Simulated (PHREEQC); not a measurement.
## Spent oxide etchant: speciation

A solution holds 0.091 mol/kgw HF and 0.00037 mol/kgw H2SiF6, at 70 °C. Closed to the air; pH follows from the charge balance.

The numbers come from PHREEQC with the ion-association model, phreeqc.dat.

Each row changes one thing in this solution. No solid was allowed to form.

| case | pH | ionic strength (mol/kgw) | HF (mol/kgw) | F- (mol/kgw) | HF2- (mol/kgw) |
|---|---|---|---|---|---|
| as made | 2.22 | 0.00693 | 0.0836 | 0.00426 | 0.00156 |
| H2SiF6 replaced by HBF4 at the same molality | 2.23 | 0.00634 | 0.0834 | 0.00437 | 0.00160 |
| HF left out | 3.18 | 0.000677 | 0.00154 | 0.000672 | 4.52e-6 |
| HF from 0.091 to 0.455 mol/kgw | 1.72 | 0.0219 | 0.421 | 0.00732 | 0.0135 |
| 0.001 mol/kgw HNO3 added | 2.18 | 0.00752 | 0.0841 | 0.00396 | 0.00146 |
| H2SiF6 from 0.00037 to 0.000407 mol/kgw | 2.22 | 0.00701 | 0.0837 | 0.00424 | 0.00155 |

Away from 25 °C the constants follow the database's enthalpies or fits; those with neither stay at their 25 °C values. SiF6-2 is the database's only silicon fluoride.
